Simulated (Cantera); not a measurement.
Charge: 1 mol CH₃SiH₃, 0.14 mol C₂H₄, 65 mol H₂, at 750 Torr.

Method: chemical equilibrium by Gibbs-energy minimisation in Cantera with the NASA 1993 tables (ideal gas, pure condensed phases). Candidate condensed phases: C, C₆H₆, C₇H₈, C₈H₁₈, Si, SiC; 87 gas species. The feed counts by its element totals alone. Rates play no part.

**Question.** At 1477 °C, list the 4 most abundant gas species with their mole fractions, and the condensed phases.

**Answer.** H₂ 0.999, CH₄ 0.000911, H 0.000232, C₂H₂ (acetylene) 0.000115. Condensed: C(graphite) + SiC(s).
